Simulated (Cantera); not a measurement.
Mixture: H2 : O2 : N2 = 1 : 1.09 : 4.09 (molar parts), equivalence ratio 0.46, at 400000 Pa, adiabatic and at constant pressure. Ignition delay is the time to a rise of 400 K.

Detailed kinetics in Cantera: the H2/O2 subset of GRI-Mech 3.0, which has no nitrogen chemistry. The hydrogen kinetics of GRI-Mech 3.0 are dated; newer H2 mechanisms differ, most at raised pressure. Where the delays flatten at high temperature, the 400 K rule measures the pace of heat release, not the induction time.

Question: What does this change do: 0.12 parts H2O added?

Answer: 
```
quantity          before    after
---------------  -------  -------
delay at 1323 K  7.90 µs  8.39 µs
delay at 1423 K  5.35 µs  5.54 µs
delay at 1523 K  4.10 µs  4.19 µs
delay at 1623 K  3.46 µs  3.51 µs
delay at 1723 K  3.16 µs  3.18 µs
delay at 1823 K  3.07 µs  3.07 µs
delay at 1923 K  3.14 µs  3.12 µs
```

Question: What does this change do: pressure from 400000 Pa to 500000 Pa?

Answer: 
```tsv
quantity	before	after
delay at 1323 K	7.90 µs	6.55 µs
delay at 1423 K	5.35 µs	4.27 µs
delay at 1523 K	4.10 µs	3.18 µs
delay at 1623 K	3.46 µs	2.61 µs
delay at 1723 K	3.16 µs	2.32 µs
delay at 1823 K	3.07 µs	2.20 µs
delay at 1923 K	3.14 µs	2.19 µs
```
